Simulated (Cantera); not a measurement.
An isothermal plug-flow reactor at 900 K and 0.622 atm (inlet), inlet velocity 4.6 m/s, active area per volume 230 1/m; feed H₂ : O₂ : N₂ = 0.005 : 0.022 : 0.79 (molar parts), equivalence ratio 0.11.

Model: Deutschmann's 1995 Pt surface mechanism with GRI-Mech 3.0 gas chemistry, integrated in Cantera. Catalytic surfaces can have several steady states; this one follows from the mechanism file's or the stated starting coverage. Mass transfer to the wall is taken as infinitely fast.

Task: What does this change do: H2 0.005 to 0.0039 parts?

Result: 
```
quantity                 before    after
----------------------  -------  -------
x(H₂) at z = 0.012 m    6.36e-5  5.96e-5
x(O₂) at z = 0.012 m     0.0240   0.0247
x(H₂O) at z = 0.012 m   0.00607  0.00473
θ(free Pt) at the exit    0.179    0.177
θ(O*) at the exit         0.820    0.821
θ(OH*) at the exit      0.00157  0.00139
```

Task: What does this change do: O2 0.022 to 0.0089 parts?

Result: 
| quantity | before | after |
|---|---|---|
| x(H₂) at z = 0.012 m | 6.36e-5 | 1.15e-5 |
| x(O₂) at z = 0.012 m | 0.0240 | 0.00799 |
| x(H₂O) at z = 0.012 m | 0.00607 | 0.00623 |
| θ(free Pt) at the exit | 0.179 | 0.232 |
| θ(O*) at the exit | 0.820 | 0.767 |
| θ(OH*) at the exit | 0.00157 | 0.00175 |
